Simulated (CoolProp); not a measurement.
Cyclohexane along the isobar 5070 kPa: fugacity coefficient from the reference equation and from simpler models built on Tc = 553.6 K, pc = 4081 kPa, ω = 0.209; each cubic takes its own stable root.

Values from CoolProp's reference Helmholtz-energy equation of state, Zhou 2014.

```tsv
T (K)	phase	reference
355.8	liquid	0.02479
364.8	liquid	0.03177
373.9	liquid	0.04021
382.9	liquid	0.05003
391.9	liquid	0.06145
400.9	liquid	0.07456
409.9	liquid	0.08945
418.9	liquid	0.1062
427.9	liquid	0.1249
436.9	liquid	0.1454
445.9	liquid	0.1680
454.9	liquid	0.1924
463.9	liquid	0.2188
472.9	liquid	0.2470
```

How far does each simpler model (van der Waals, Redlich-Kwong, Soave-Redlich-Kwong, Peng-Robinson) lie from the reference over these 14 states: mean and median of the absolute difference, and the worst?


- van der Waals: mean 172.2 %, median 143.0 %, worst +393.3 % at 355.8 K and 5070 kPa
- Redlich-Kwong: mean 33.3 %, median 31.9 %, worst +55.6 % at 355.8 K and 5070 kPa
- Soave-Redlich-Kwong: mean 2.2 %, median 2.2 %, worst +2.7 % at 472.9 K and 5070 kPa
- Peng-Robinson: mean 1.1 %, median 1.3 %, worst -1.4 % at 445.9 K and 5070 kPa
